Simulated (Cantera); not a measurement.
Source: NASA polynomial tables (part measured, part estimated), evaluated in Cantera. Values are per mole of reaction as written; species without (g) are pure solids or liquids, kept so even where they would boil at 1 bar. The tables' values for BOCl are old estimates.

Task: Between 850 and 1050 K, where is each reaction favourable under standard conditions?
- O2(g) + 4 BOCl(g) = 2 B2O3(g) + 4 Cl(g)
- B2O3(g) = 3 O(g) + 2 B

Result: 
- O2(g) + 4 BOCl(g) = 2 B2O3(g) + 4 Cl(g): ΔG° is 11 kJ at 850 K and -7 kJ at 1050 K; it changes sign between 950 and 975 K. ΔH° is 90 kJ and ΔS° 92 J/K at 1050 K.
- B2O3(g) = 3 O(g) + 2 B: ΔG° is 1397 kJ at 850 K and 1350 kJ at 1050 K; it stays positive (K < 1). ΔH° is 1598 kJ and ΔS° 236 J/K at 1050 K.
